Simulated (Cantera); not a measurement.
What does this Cantera script print?

```python
import numpy as np
import cantera as ct

gas_names = """
    AL ALCL ALCL2 ALCL3 ALO ALOCL ALO2 AL2 AL2CL6 AL2O AL2O2 CL CLO CL2 O O2 O3
""".split()
cond_names = """
    AL(cr) AL(L) ALCL3(s) ALCL3(L) AL2O3(a) AL2O3(L)
""".split()


# ... load() reads the species with a 1 bar reference pressure and builds the phases ...
atoms = {
    'Al2O3': {'AL': 2, 'O': 3},
    'Cl2': {'CL': 2},
}
top_T = {}  # K; cautious upper limits of use, not melting points


# ... equilibrate(T, P, feed) seeds the gas with the atoms and calls Mixture.equilibrate('TP', solver="vcs", rtol=1e-11, max_steps=5000) ...
results = []
feed = {'Al2O3': 1, 'Cl2': 0.019}  # mol
P = 72000  # Pa
for T in [1248, 1273, 1298, 1323, 1348, 1373, 1398, 1423, 1448, 1473]:
    mix = equilibrate(T, P, feed)
    results.append((T, P, feed, dict(zip(mix.species_names, mix.species_moles))))

top = {s: max(r[3][s] / sum(r[3][g] for g in gas_names) for r in results) for s in gas_names}
cols = sorted((s for s in top if top[s] > 1e-06), key=lambda s: -top[s])[:5]
seen = [c for c in cond_names if any(r[3].get(c, 0) > 1e-12 for r in results)]
print("log10 of partial pressures in bar; condensed amounts in mol")
print(f"{'T/K':>10s}" + "".join(f"{s[:9]:>10s}" for s in cols + seen))
for T, P, feed, n in results:
    ng = sum(n[g] for g in gas_names)
    print(f"{T:10.4g}" + "".join(f"{np.log10(max(n[s] / ng * P / 1e5, 1e-99)):10.3f}" for s in cols)
          + "".join(f"{n.get(c, 0):10.4g}" for c in seen))
```

It prints:

```
log10 of partial pressures in bar; condensed amounts in mol
       T/K       CL2        CL     ALCL3        O2       CLO  AL2O3(a)
      1248    -0.148    -2.190    -2.990    -3.117    -5.192         1
      1273    -0.149    -2.088    -2.876    -3.003    -5.052         1
      1298    -0.151    -1.990    -2.766    -2.893    -4.918         1
      1323    -0.153    -1.895    -2.662    -2.789    -4.789         1
      1348    -0.155    -1.805    -2.561    -2.688    -4.665         1
      1373    -0.158    -1.717    -2.465    -2.592    -4.547         1
      1398    -0.162    -1.634    -2.373    -2.501    -4.433    0.9999
      1423    -0.166    -1.553    -2.285    -2.413    -4.324    0.9999
      1448    -0.170    -1.476    -2.201    -2.329    -4.220    0.9999
      1473    -0.176    -1.402    -2.120    -2.248    -4.120    0.9999
```

Equilibrium computed with Cantera from the NASA thermochemical tables; the gas is ideal and each condensed phase is pure.
